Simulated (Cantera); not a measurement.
An isothermal plug-flow reactor at 898 K and 0.400 bar (inlet), inlet velocity 0.46 m/s, active area per volume 5400 1/m; feed CH₄ : O₂ : N₂ = 0.0053 : 0.05 : 0.79 (molar parts).

Cantera simulation using Deutschmann's 1995 Pt surface mechanism with GRI-Mech 3.0 gas chemistry; the numbers are that mechanism's predictions, not measurements. Catalytic surfaces can have several steady states; this one follows from the mechanism file's or the stated starting coverage. Mass transfer to the wall is taken as infinitely fast.

Predict: x(CH₄) at z = 0.0074 m; x(O₂) at z = 0.0074 m; x(H₂O) at z = 0.0074 m; x(CO₂) at z = 0.0074 m; x(CO) at z = 0.0074 m; θ(free Pt) at the exit; θ(O*) at the exit; θ(OH*) at the exit.


- x(CH₄) at z = 0.0074 m: 0.000161
- x(O₂) at z = 0.0074 m: 0.0469
- x(H₂O) at z = 0.0074 m: 0.0122
- x(CO₂) at z = 0.0074 m: 0.00611
- x(CO) at z = 0.0074 m: 5.60e-8
- θ(free Pt) at the exit: 0.165
- θ(O*) at the exit: 0.833
- θ(OH*) at the exit: 0.00173
